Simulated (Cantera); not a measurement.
A Cantera script and its output.

```python
import numpy as np
import cantera as ct

gas = ct.Solution("h2o2.yaml")
gas.TPX = 1425, 1100, {'H2': 0.21, 'O2': 1}
reactor = ct.IdealGasConstPressureReactor(gas, energy="off", clone=False)
net = ct.ReactorNet([reactor])
net.rtol, net.atol = 1e-08, 1e-18
show = ['H2', 'O2', 'H2O2', 'HO2', 'O', 'H2O']
times = np.geomspace(6e-06, 80, 11)

steps = ct.SolutionArray(gas, extra=["t"])
rows = []
print(f"{'t/s':>10s}{'T/K':>9s}{'P/Pa':>11s}" + "".join(f"{s:>11s}" for s in show))
for t in times:
    while net.time < t:
        t_next = net.step()
        steps.append(gas.state, t=t_next)
    rows.append([np.interp(t, steps.t, y) for y in (steps.T, steps.P, *steps(*show).X.T)])
    print(f"{t:10.3e}{rows[-1][0]:9.1f}{rows[-1][1]:11.4g}" + "".join(f"{x:11.3e}" for x in rows[-1][2:]))
rate = np.gradient(steps.T, steps.t)
print("integrator steps:", len(steps.t))
if steps.T.max() > steps.T[0] + 200:
    print(f"time of steepest temperature rise: {steps.t[rate.argmax()]:.4e} s")
gas.TPX = 1425, 1100, {'H2': 0.21, 'O2': 1}
gas.equilibrate("TP")
print(f"equilibrium (TP): T = {gas.T:.1f} K  " + "  ".join(f"{s} {gas[s].X[0]:.3e}" for s in show))
```

Result:

```
       t/s      T/K       P/Pa         H2         O2       H2O2        HO2          O        H2O
 6.000e-06   1425.0       1100  1.736e-01  8.264e-01  4.343e-12  2.332e-08  2.379e-09  2.867e-10
 3.095e-05   1425.0       1100  1.736e-01  8.264e-01  1.144e-10  1.202e-07  4.787e-08  2.895e-08
 1.596e-04   1425.0       1100  1.735e-01  8.264e-01  2.897e-09  6.187e-07  2.277e-06  4.396e-06
 8.234e-04   1425.0       1100  1.339e-02  7.156e-01  1.692e-07  3.902e-06  7.673e-02  1.262e-01
 4.247e-03   1425.0       1100  7.483e-03  7.159e-01  1.381e-07  3.913e-06  8.052e-02  1.392e-01
 2.191e-02   1425.0       1100  5.217e-03  7.496e-01  1.420e-07  3.984e-06  5.178e-02  1.581e-01
 1.130e-01   1425.0       1100  9.272e-04  7.991e-01  8.430e-08  2.315e-06  8.434e-03  1.840e-01
 5.829e-01   1425.0       1100  4.680e-05  8.089e-01  1.828e-08  3.005e-07  4.197e-04  1.892e-01
 3.007e+00   1425.0       1100  3.855e-06  8.097e-01  3.892e-09  1.056e-07  3.460e-05  1.898e-01
 1.551e+01   1425.0       1100  1.347e-06  8.098e-01  2.366e-09  1.352e-07  1.210e-05  1.899e-01
 8.000e+01   1425.0       1100  1.334e-06  8.098e-01  2.359e-09  1.357e-07  1.198e-05  1.899e-01
integrator steps: 1863
equilibrium (TP): T = 1425.0 K  H2 1.334e-06  O2 8.098e-01  H2O2 2.359e-09  HO2 1.357e-07  O 1.198e-05  H2O 1.899e-01
```

Computed with Cantera and the H2/O2 subset of GRI-Mech 3.0, which has no nitrogen chemistry. Radical loss at walls, strong at low pressure, is not modelled. The temperature is held fixed by assumption; the heat of reaction is taken as removed at once.
